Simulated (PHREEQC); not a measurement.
1 kg of water holding 0.41 mol KCl, 0.01 mol SrCl2 and 0.5 mol MgCl2 is evaporated at 25 °C; the solids stay in contact with the brine. The system is closed to CO2. Only these solids could form: Bischofite, Brucite, Carnallite, Sylvite, MgCl2_4H2O.

Model: Pitzer model, pitzer.dat, run in PHREEQC.

```json
[
 {"water left (kg)": "1", "ionic strength": "1.94", "water activity": "0.960", "Carnallite (mol)": "0", "Sylvite (mol)": "0", "Sr in solution (mol/kgw)": "0.0100", "K in solution (mol/kgw)": "0.410"},
 {"water left (kg)": "0.8219", "ionic strength": "2.36", "water activity": "0.950", "Carnallite (mol)": "0", "Sylvite (mol)": "0", "Sr in solution (mol/kgw)": "0.0122", "K in solution (mol/kgw)": "0.499"},
 {"water left (kg)": "0.6755", "ionic strength": "2.87", "water activity": "0.937", "Carnallite (mol)": "0", "Sylvite (mol)": "0", "Sr in solution (mol/kgw)": "0.0148", "K in solution (mol/kgw)": "0.607"},
 {"water left (kg)": "0.5552", "ionic strength": "(withheld)", "water activity": "0.920", "Carnallite (mol)": "0", "Sylvite (mol)": "0", "Sr in solution (mol/kgw)": "0.0180", "K in solution (mol/kgw)": "(withheld)"},
 {"water left (kg)": "0.4563", "ionic strength": "4.25", "water activity": "0.898", "Carnallite (mol)": "0", "Sylvite (mol)": "0", "Sr in solution (mol/kgw)": "0.0219", "K in solution (mol/kgw)": "0.899"},
 {"water left (kg)": "0.375", "ionic strength": "(withheld)", "water activity": "0.868", "Carnallite (mol)": "0", "Sylvite (mol)": "0", "Sr in solution (mol/kgw)": "0.0267", "K in solution (mol/kgw)": "1.09"},
 {"water left (kg)": "0.3082", "ionic strength": "6.29", "water activity": "0.829", "Carnallite (mol)": "0", "Sylvite (mol)": "0", "Sr in solution (mol/kgw)": "0.0324", "K in solution (mol/kgw)": "1.33"},
 {"water left (kg)": "0.2533", "ionic strength": "7.66", "water activity": "0.778", "Carnallite (mol)": "0", "Sylvite (mol)": "0", "Sr in solution (mol/kgw)": "0.0395", "K in solution (mol/kgw)": "1.62"},
 {"water left (kg)": "0.2082", "ionic strength": "(withheld)", "water activity": "0.726", "Carnallite (mol)": "0", "Sylvite (mol)": "0.0790", "Sr in solution (mol/kgw)": "0.0480", "K in solution (mol/kgw)": "(withheld)"},
 {"water left (kg)": "0.1711", "ionic strength": "(withheld)", "water activity": "0.675", "Carnallite (mol)": "0", "Sylvite (mol)": "0.213", "Sr in solution (mol/kgw)": "0.0584", "K in solution (mol/kgw)": "1.15"},
 {"water left (kg)": "0.1407", "ionic strength": "11.6", "water activity": "0.601", "Carnallite (mol)": "0", "Sylvite (mol)": "0.303", "Sr in solution (mol/kgw)": "0.0711", "K in solution (mol/kgw)": "0.764"},
 {"water left (kg)": "0.1126", "ionic strength": "13.3", "water activity": "0.517", "Carnallite (mol)": "0.0281", "Sylvite (mol)": "(withheld)", "Sr in solution (mol/kgw)": "0.0888", "K in solution (mol/kgw)": "0.499"},
 {"water left (kg)": "0.07443", "ionic strength": "13.4", "water activity": "0.517", "Carnallite (mol)": "0.191", "Sylvite (mol)": "0.183", "Sr in solution (mol/kgw)": "0.134", "K in solution (mol/kgw)": "0.496"},
 {"water left (kg)": "0.04306", "ionic strength": "13.4", "water activity": "0.515", "Carnallite (mol)": "0.324", "Sylvite (mol)": "0.0649", "Sr in solution (mol/kgw)": "0.232", "K in solution (mol/kgw)": "0.489"},
 {"water left (kg)": "0.02007", "ionic strength": "15.3", "water activity": "0.426", "Carnallite (mol)": "0.408", "Sylvite (mol)": "0", "Sr in solution (mol/kgw)": "0.498", "K in solution (mol/kgw)": "0.0982"}
]
```

Problem. What belongs in the gaps?

Solution. 
- 0.5552, ionic strength: 3.49
- 0.5552, K in solution (mol/kgw): 0.738
- 0.375, ionic strength: 5.17
- 0.2082, ionic strength: 8.94
- 0.2082, K in solution (mol/kgw): 1.59
- 0.1711, ionic strength: 10.1
- 0.1126, Sylvite (mol): 0.326

Species that the database lacks are ignored.
